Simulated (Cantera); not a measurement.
A closed system holds: 1 mol C2H6, 0.051 mol H2O, held at 2848 K and 100 Pa.

Equilibrium computed with Cantera from the NASA thermochemical tables; the gas is ideal and each condensed phase is pure. Candidate condensed phases: C, C6H6, C7H8, C8H18, H2O; 110 gas species. Rates play no part.

What is the equilibrium state?


| Quantity | Result |
|---|---|
| x(H) | 0.836 |
| x(H2) | 0.0748 |
| x(C3) | 0.0564 |
| x(C) | 0.0110 |
| x(CO) | 0.00832 |
| x(C2) | 0.00556 |
| x(C2H) | 0.00446 |
| x(C2H2 (acetylene)) | 0.00292 |
| x(C5) | 0.000636 |
| n(C(graphite)) | 0.662 mol |
| gas amount | 6.128 mol |
